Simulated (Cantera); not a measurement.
Source: NASA polynomial tables (part measured, part estimated), evaluated in Cantera. Values are per mole of reaction as written; species without (g) are pure solids or liquids, kept so even where they would boil at 1 bar. VN: taken at fixed stoichiometry.

2 NO2(g) + V2O4 + 4 H2(g) = 2 VN + 4 H2O2(g)

```tsv
T (K)	ΔH° (kJ)	ΔS° (J/K)	ΔG° (kJ)	log10 K
300	?	?	?	?
1550	325.1	-191.1	621.2	-20.94
1575	324.7	-191.3	626.0	-20.76
1600	324.3	-191.6	630.8	-20.59
1625	323.9	-191.8	635.6	-20.43
1650	323.5	-192.1	640.4	-20.27
1675	323.1	-192.3	645.2	-20.12
1700	?	?	?	?
1725	?	?	?	?
```

### Question
Some entries are withheld; supply them.

### Answer

- 300, ΔH° (kJ): 379.2
- 300, ΔS° (J/K): -94.3
- 300, ΔG° (kJ): 407.4
- 300, log10 K: -70.94
- 1700, ΔH° (kJ): 322.8
- 1700, ΔS° (J/K): -192.5
- 1700, ΔG° (kJ): 650.0
- 1700, log10 K: -19.97
- 1725, ΔH° (kJ): 322.4
- 1725, ΔS° (J/K): -192.7
- 1725, ΔG° (kJ): 654.8
- 1725, log10 K: -19.83
